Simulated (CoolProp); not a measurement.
The fluoroketone C6F12O (FK-5-1-12) along the isobar 16.8 bar: Z from the reference equation and from simpler models built on Tc = 441.8 K, pc = 18.69 bar, ω = 0.471; each cubic takes its own stable root.

Values from CoolProp's reference Helmholtz-energy equation of state, McLinden 2015.

```csv
T (K),phase,reference
325.6,liquid,0.1285
343,liquid,0.1267
360.5,liquid,0.1259
377.9,liquid,0.1263
395.3,liquid,0.1283
412.8,liquid,0.1334
430.2,liquid,0.1472
447.7,gas,0.5901
465.1,gas,0.6841
482.6,gas,0.7438
500,gas,0.7871
```

**Question.** How far does each simpler model (van der Waals, Redlich-Kwong) lie from the reference over these 11 states: mean and median of the absolute difference, and the worst?

**Answer.** 
- van der Waals: mean 44.1 %, median 65.8 %, worst +76.3 % at 430.2 K and 16.8 bar
- Redlich-Kwong: mean 15.4 %, median 17.8 %, worst +35.6 % at 430.2 K and 16.8 bar
